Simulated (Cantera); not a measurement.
A closed system holds: 1 mol Si2H6, a varied amount of H2O, 13 mol N2, at 1800 K and 0.133 bar.

Cantera equilibrium calculation (NASA polynomials, part measured and part estimated; ideal gas, pure solids and liquids). Candidate condensed phases: H2O, Si, SiO2, Si2N2O, Si3N4; 35 gas species. The feed counts by its element totals alone. Mutual solubility and eutectic melting of coexisting phases are not modelled. The tables hold silica as quartz up to 1696 K and as liquid above; real silica turns to tridymite and cristobalite and melts near 1996 K. Gases not in the tables: Si(OH)4. Kinetics and transport are ignored.

Which condensed phases are stable at each of these points (n(H2O) (mol)): 0.51, 0.72, 1, 1.4, 2, 2.9, 4.1, 5.8, 8.2?


```tsv
n(H2O) (mol)	condensed phases	Si condensed (%)
0.51	Si2N2O(s) + Si3N4(s)	99.2
0.72	Si2N2O(s) + Si3N4(s)	99.1
1	Si2N2O(s) + Si3N4(s)	99.1
1.4	SiO2(condensed) + Si2N2O(s)	75.7
2	SiO2(condensed) + Si2N2O(s)	74.2
2.9	SiO2(condensed) + Si2N2O(s)	72.0
4.1	SiO2(condensed)	99.0
5.8	SiO2(condensed)	99.9
8.2	SiO2(condensed)	100.0
```

From 0.51 mol H2O to 1 mol H2O the condensed part is Si2N2O(s) + Si3N4(s). From 1.4 mol H2O to 2.9 mol H2O the condensed part is SiO2(condensed) + Si2N2O(s). From 4.1 mol H2O to 8.2 mol H2O the condensed part is SiO2(condensed). The share of Si in condensed phases is highest at 8.2 mol H2O (100.0 %) and lowest at 2.9 mol H2O (72.0 %).
